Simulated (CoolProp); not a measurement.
A simple Rankine cycle with water: condensing at 310.15 K, boiler at 1.18 MPa, turbine inlet 465.5 K, turbine efficiency 0.75, pump efficiency 0.8, no recuperator. Each further row changes one setting.

The numbers come from the reference Helmholtz-energy equation of state, Wagner 2002 in CoolProp.

```csv
case,thermal efficiency (%),net work (kJ/kg),heat in (kJ/kg),turbine exit temperature (K),volume ratio over the turbine
as stated,21.9,___,2640,310.2,___
turbine inlet 485.5 K,22.0,592,2690,310.2,111
condensing temperature 302.15 K,23.0,615,___,302.1,174
boiler pressure 0.826 MPa,20.6,549,___,310.2,___
turbine efficiency 0.65,___,___,2640,310.2,120
```

**Question.** Some entries are withheld; supply them.

**Answer.** 
- as stated, net work (kJ/kg): 579
- as stated, volume ratio over the turbine: 115
- condensing temperature 302.15 K, heat in (kJ/kg): 2670
- boiler pressure 0.826 MPa, heat in (kJ/kg): 2660
- boiler pressure 0.826 MPa, volume ratio over the turbine: 80.6
- turbine efficiency 0.65, thermal efficiency (%): 19.0
- turbine efficiency 0.65, net work (kJ/kg): 501

The expansion ends wet for: as stated; turbine inlet 485.5 K; condensing temperature 302.15 K; boiler pressure 0.826 MPa; turbine efficiency 0.65.
